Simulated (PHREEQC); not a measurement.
Solution (25 °C): 0.00058 mol/kgw Ca(OH)2. Closed to the air; pH follows from the charge balance.

All values are PHREEQC results (ion-association model, phreeqc.dat), not measurements.

Each row changes one thing in this solution. No solid was allowed to form.

| case | pH | ionic strength (mol/kgw) | CaOH+ (mol/kgw) |
|---|---|---|---|
| as made | 11.04 | 0.00172 | 8.98e-6 |
| Ca(OH)2 replaced by CaSO4 at the same molality | 7.00 | 0.00218 | 7.85e-10 |
| Ca(OH)2 from 0.00058 to 0.000638 mol/kgw | 11.08 | 0.00189 | 1.08e-5 |
| diluted 100-fold with water | 9.06 | 1.74e-5 | 1.08e-9 |
| Ca(OH)2 replaced by Ca(NO3)2 at the same molality | 7.00 | 0.00174 | 8.30e-10 |

Complexes and solids missing from the database can't appear.
